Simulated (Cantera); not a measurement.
A perfectly stirred reactor is fed with C₂H₄ : H₂ = 1 : 3.7 (molar parts), at 1.00 atm; it is held at 1625 K, and followed from long to short residence time.

Model: GRI-Mech 3.0 (53 species, 325 reactions), integrated in Cantera. GRI-Mech 3.0 was tuned for natural gas; its chemistry of ethylene as a main component is partial and can be far from experiment. GRI-Mech 3.0 stops at C3 and has no aromatics, soot or wall deposition, so with more carbon than oxygen in the feed, carbon stays in small species such as C2H2 where larger ones or solid carbon would form.

Task: What does this change do: temperature 1625 to 1575 K?

Result: 
```tsv
quantity	before	after
x(C₂H₄) at τ = 2.70 s	0.0104	0.0145
x(H₂) at τ = 2.70 s	0.781	0.762
x(C₂H) at τ = 2.70 s	4.53e-8	1.92e-8
x(CH₂) at τ = 2.70 s	7.85e-9	3.88e-9
x(CH₄) at τ = 2.70 s	0.0619	0.0881
x(C₂H₄) at τ = 72.0 ms	0.0145	0.0221
x(H₂) at τ = 72.0 ms	0.805	0.801
x(C₂H) at τ = 72.0 ms	5.56e-8	2.86e-8
x(CH₂) at τ = 72.0 ms	4.65e-9	2.75e-9
x(CH₄) at τ = 72.0 ms	0.0243	0.0295
```

Task: What does this change do: pressure from 1.00 atm to 0.0188 atm?

Result: 
| quantity | before | after |
|---|---|---|
| x(C₂H₄) at τ = 2.70 s | 0.0104 | 0.00132 |
| x(H₂) at τ = 2.70 s | 0.781 | 0.824 |
| x(C₂H) at τ = 2.70 s | 4.53e-8 | 1.95e-7 |
| x(CH₂) at τ = 2.70 s | 7.85e-9 | 5.71e-10 |
| x(CH₄) at τ = 2.70 s | 0.0619 | 0.000227 |
| x(C₂H₄) at τ = 72.0 ms | 0.0145 | 0.0867 |
| x(H₂) at τ = 72.0 ms | 0.805 | 0.809 |
| x(C₂H) at τ = 72.0 ms | 5.56e-8 | 1.62e-8 |
| x(CH₂) at τ = 72.0 ms | 4.65e-9 | 1.76e-9 |
| x(CH₄) at τ = 72.0 ms | 0.0243 | 4.29e-5 |
Radical loss at walls, strong at low pressure, is not modelled.
